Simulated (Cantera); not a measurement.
**Silicon oxide and oxynitride deposition: HMDSO + NO + H₂**

Input: 1 mol HMDSO, a varied amount of NO, 4.3 mol H₂, equilibrated at 1848 K and 13.3 mbar.

Cantera equilibrium calculation (NASA polynomials, part measured and part estimated; ideal gas, pure solids and liquids). Candidate condensed phases: C, C₆H₆, C₇H₈, C₈H₁₈, H₂O, Si, SiC, SiO₂, Si₂N₂O, Si₃N₄; 151 gas species. The feed counts by its element totals alone. The tables hold silica as quartz up to 1696 K and as liquid above; real silica turns to tridymite and cristobalite and melts near 1996 K. Rates play no part.

```csv
n(NO) (mol),x H₂,x N₂,x H₂O,x CO,x CO₂,x SiO,n C(graphite),n SiC(s),n SiO₂(condensed)
2.2,0.751,0.0615,4.08e-7,0.180,2.45e-8,0.00115,0.803,1.98,0
5.9,0.572,0.127,2.62e-6,0.235,2.69e-7,0.0626,0,0.545,0
9.5,0.520,0.196,0.0258,0.244,0.00302,0.00825,0,0,1.80
13,0.376,0.251,0.136,0.213,0.0192,0.00113,0,0,1.97
17,0.233,0.305,0.243,0.171,0.0444,0.000393,0,0,1.99
20,0.147,0.341,0.305,0.135,0.0697,0.000197,0,0,1.99
24,0.0604,0.383,0.363,0.0766,0.115,6.80e-5,0,0,2.00
```
x: gas mole fraction; n: condensed amount in mol.

At 2.2 mol NO the condensed part is C(graphite) + SiC(s). At 5.9 mol NO the condensed part is SiC(s). From 9.5 mol NO to 24 mol NO the condensed part is SiO₂(condensed). The main Si-bearing gas is SiO throughout. The share of Si in condensed phases is highest at 24 mol NO (99.9 %) and lowest at 5.9 mol NO (27.2 %).
